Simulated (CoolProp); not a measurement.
Computed with CoolProp (reference Helmholtz-energy equation of state, Lemmon 2004). It is a short technical equation, of lower accuracy than the large ones.

Q: Give the vapour pressure (bar), liquid cp (kJ/(kg K)), vapour viscosity (µPa s) of saturated n-dodecane at 214.65, 238.45 °C.

A: 
| T (°C) | p (bar) | liquid cp (kJ/(kg K)) | vapour viscosity (µPa s) |
|---|---|---|---|
| 214.65 | 0.974 | 2.96 | 7.39 |
| 238.45 | 1.67 | 3.06 | 7.76 |

Viscosity comes from a separate model (Huber 2004).
